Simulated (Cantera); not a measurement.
## Thermodynamics of carbothermic reduction, feed Ta2O5 + CH4 + CO

Input: 1 mol Ta2O5, 4.5 mol CH4, 0.018 mol CO, at 1 atm.

Cantera equilibrium calculation (NASA polynomials, part measured and part estimated; ideal gas, pure solids and liquids). Candidate condensed phases: C, C6H6, C7H8, C8H18, H2O, Ta, TaC, Ta2O5; 113 gas species. Mutual solubility and eutectic melting of coexisting phases are not modelled. TaC: taken at fixed stoichiometry. Condensed phases not in the tables: Ta2C. Kinetics and transport are ignored.

At 975 K the condensed part is C(graphite) + Ta2O5(s). From 1075 K to 1275 K the condensed part is C(graphite) + TaC(s) + Ta2O5(s). From 1375 K to 1975 K the condensed part is TaC(s) + Ta2O5(s). From 2075 K to 2175 K the condensed part is TaC(s) + Ta2O5(l).

| T (K) | x H2 | x CO | x CH4 | x H2O | x H | x CO2 | x TaO2 | x OH | n C(graphite) | n Ta2O5(s) | n TaC(s) | n Ta2O5(l) |
|---|---|---|---|---|---|---|---|---|---|---|---|---|
| 975 | 0.896 | 0.00142 | 0.102 | 0.000775 | 1.08e-9 | 1.97e-6 | <1e-12 | <1e-12 | 3.67 | 1.00 | 0 | 0 |
| 1075 | 0.955 | 0.00308 | 0.0417 | 0.000376 | 1.42e-8 | 1.30e-6 | <1e-12 | <1e-12 | 4.13 | 0.998 | 0.00477 | 0 |
| 1175 | 0.953 | 0.0287 | 0.0176 | 0.000959 | 1.19e-7 | 2.25e-5 | <1e-12 | <1e-12 | 4.00 | 0.950 | 0.101 | 0 |
| 1275 | 0.806 | 0.186 | 0.00610 | 0.00177 | 6.57e-7 | 0.000246 | <1e-12 | 1.68e-11 | 1.58 | 0.590 | 0.820 | 0 |
| 1375 | 0.733 | 0.263 | 0.00112 | 0.00219 | 2.91e-6 | 0.000379 | <1e-12 | 1.56e-10 | 0 | 0.355 | 1.29 | 0 |
| 1475 | 0.734 | 0.263 | 0.000246 | 0.00260 | 1.10e-5 | 0.000376 | <1e-12 | 1.02e-9 | 0 | 0.352 | 1.30 | 0 |
| 1575 | 0.733 | 0.263 | 6.60e-5 | 0.00301 | 3.54e-5 | 0.000372 | 1.59e-11 | 5.27e-9 | 0 | 0.351 | 1.30 | 0 |
| 1675 | 0.733 | 0.263 | 2.09e-5 | 0.00342 | 9.88e-5 | 0.000370 | 3.06e-10 | 2.23e-8 | 0 | 0.351 | 1.30 | 0 |
| 1775 | 0.733 | 0.263 | 7.54e-6 | 0.00381 | 0.000246 | 0.000368 | 4.18e-9 | 7.98e-8 | 0 | 0.350 | 1.30 | 0 |
| 1875 | 0.732 | 0.263 | 3.05e-6 | 0.00420 | 0.000557 | 0.000366 | 4.28e-8 | 2.49e-7 | 0 | 0.349 | 1.30 | 0 |
| 1975 | 0.731 | 0.263 | 1.36e-6 | 0.00456 | 0.00116 | 0.000365 | 3.42e-7 | 6.91e-7 | 0 | 0.349 | 1.30 | 0 |
| 2075 | 0.730 | 0.262 | 6.63e-7 | 0.00487 | 0.00226 | 0.000361 | 2.17e-6 | 1.72e-6 | 0 | 0 | 1.30 | 0.348 |
| 2175 | 0.728 | 0.262 | 3.60e-7 | 0.00496 | 0.00414 | 0.000344 | 1.02e-5 | 3.79e-6 | 0 | 0 | 1.30 | 0.348 |
x: gas mole fraction; n: condensed amount in mol.
